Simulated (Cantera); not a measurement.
Cantera run:

```python
import numpy as np
import cantera as ct

gas_names = """
    H HI H2 I I2 Na NaH NaI Na2
""".split()
cond_names = """
    I2(cr) I2(L) Na(cr) Na(L) NaI(s) NaI(L)
""".split()


# ... load() reads the species with a 1 bar reference pressure and builds the phases ...
atoms = {
    'NaI': {'Na': 1, 'I': 1},
    'H2': {'H': 2},
}
top_T = {}  # K; cautious upper limits of use, not melting points


# ... equilibrate(T, P, feed) seeds the gas with the atoms and calls Mixture.equilibrate('TP', solver="vcs", rtol=1e-11, max_steps=5000) ...
results = []
feed = {'NaI': 1, 'H2': 93}  # mol
T = 1498.15  # K
P = 0.38  # Pa
mix = equilibrate(T, P, feed)
results.append((T, P, feed, dict(zip(mix.species_names, mix.species_moles))))
print(gas.report(threshold=0.0001))
for i in range(1, mix.n_phases):
    print(f"{mix.phase(i).name:16s} {mix.phase_moles(i):12.5e} mol")
```

Result:

```
       temperature   1498.2 K
          pressure   0.38 Pa
           density   1.0791e-07 kg/m^3
  mean mol. weight   3.5372 kg/kmol
   phase of matter   gas

                          1 kg             1 kmol
                     ---------------   ---------------
          enthalpy        1.1304e+07        3.9984e+07  J
   internal energy        7.7824e+06        2.7528e+07  J
           entropy             80355        2.8423e+05  J/K
    Gibbs function       -1.0908e+08       -3.8584e+08  J
 heat capacity c_p            9052.5             32021  J/K
 heat capacity c_v              6702             23707  J/K

                      mass frac. Y      mole frac. X     chem. pot. / RT
                     ---------------   ---------------   ---------------
                 H         0.0024794         0.0087008           -15.555
                H2           0.55322           0.97066           -31.109
                 I           0.36188          0.010087           -32.284
                Na          0.065978          0.010152           -28.978
               NaI          0.014101        0.00033275           -61.262
     [   +4 minor]         0.0023437        6.4895e-05

I2(L)             0.00000e+00 mol
Na(L)             0.00000e+00 mol
NaI(L)            0.00000e+00 mol
```

Equilibrium computed with Cantera from the NASA thermochemical tables; the gas is ideal and each condensed phase is pure.
